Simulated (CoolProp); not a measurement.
Properties of R1336mzz(E) at several states (Tc = 403.5 K, pc = 27.79 bar, ω = 0.413).

Computed with CoolProp (reference Helmholtz-energy equation of state, Akasaka 2023).

```json
[
 {"T (K)": "312.7", "p (bar)": "0.425", "phase": "gas", "density (kg/m³)": "2.719", "cv (kJ/(kg K))": "0.7822", "Joule-Thomson coefficient (K/MPa)": "21.52", "isothermal compressibility (1/MPa)": "23.86"},
 {"T (K)": "207.9", "p (bar)": "4.31", "phase": "liquid", "density (kg/m³)": "1560", "cv (kJ/(kg K))": "0.8415", "Joule-Thomson coefficient (K/MPa)": "-0.3763", "isothermal compressibility (1/MPa)": "0.0008836"},
 {"T (K)": "355.2", "p (bar)": "3.4", "phase": "gas", "density (kg/m³)": "20.38", "cv (kJ/(kg K))": "0.8306", "Joule-Thomson coefficient (K/MPa)": "16.37", "isothermal compressibility (1/MPa)": "3.188"},
 {"T (K)": "236.2", "p (bar)": "0.312", "phase": "liquid", "density (kg/m³)": "1492", "cv (kJ/(kg K))": "0.8524", "Joule-Thomson coefficient (K/MPa)": "-0.3465", "isothermal compressibility (1/MPa)": "0.001261"}
]
```
